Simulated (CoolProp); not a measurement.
Vapour-liquid equilibrium of hydrogen sulfide (1) + isobutane (2) at 22.65 °C; x and y are mole fractions of (1).

The numbers come from the multi-fluid Helmholtz-energy mixture model, Lemmon 2006 and Bücker 2006; pair parameters Kunz 2012 in CoolProp.

| x | bubble pressure, mixture model (MPa) | bubble pressure, Raoult's law (MPa) | y, mixture model | y, Raoult's law |
|---|---|---|---|---|
| 0.05 | 0.4405 | 0.4060 | 0.271 | 0.234 |
| 0.2 | … | 0.6425 | 0.621 | 0.593 |
| 0.35 | 1.065 | 0.8790 | … | 0.758 |
| 0.5 | 1.294 | 1.115 | 0.822 | 0.853 |
| 0.65 | 1.483 | 1.352 | 0.872 | 0.915 |
| 0.8 | 1.660 | 1.588 | … | 0.959 |
| 0.95 | 1.841 | 1.825 | 0.977 | 0.991 |

Problem. Fill in the missing entries.

Solution. 
- 0.2, bubble pressure, mixture model (MPa): 0.7764
- 0.35, y, mixture model: 0.752
- 0.8, y, mixture model: 0.920

The largest gap from Raoult's law is +21.2 % in bubble pressure, at x = 0.35. No azeotrope shows between x = 0.05 and 0.95.

Pair parameters are fitted to limited data, so mixtures are less certain than the pure fluids.
